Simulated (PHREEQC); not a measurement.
Consider water at 25 °C with 0.032 mol/kgw LiNO3 and 0.0053 mol/kgw NaBr. It is in equilibrium with CO2 at log p = -3.4 (atm). Otherwise closed; pH follows from the charge balance.

Computed with PHREEQC (ion-association model, phreeqc.dat).

| quantity | before | after |
|---|---|---|
| pH | 5.60 | 5.59 |
| CO2 (mol/kgw) | 1.34e-5 | 1.26e-5 |
| HCO3- (mol/kgw) | 2.86e-6 | 3.26e-6 |
| CO3-2 (mol/kgw) | 8.96e-11 | 1.63e-10 |

**Question.** Which change was made?
A) LiNO3 from 0.032 to 0.0288 mol/kgw
B) temperature from 25 to 10 °C
C) NaBr from 0.0053 to 0.00106 mol/kgw
D) LiNO3 from 0.032 to 0.32 mol/kgw
E) NaBr left out

**Answer.** D, LiNO3 from 0.032 to 0.32 mol/kgw

Precipitation was switched off in this run.
